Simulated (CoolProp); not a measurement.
Nitrogen at 946.61 K and 0.795 MPa is compressed adiabatically to 5.78 MPa with isentropic efficiency 0.9. Each further row changes one setting.

The numbers come from the reference Helmholtz-energy equation of state, Span 2000 in CoolProp.

| case | work (kJ/kg) | final temperature (K) | final density (kg/m³) |
|---|---|---|---|
| as stated | 807 | 1608.0 | 11.9 |
| efficiency 1 | 727 | 1543.6 | 12.4 |
| efficiency 0.65 | 1120 | 1853.2 | 10.4 |
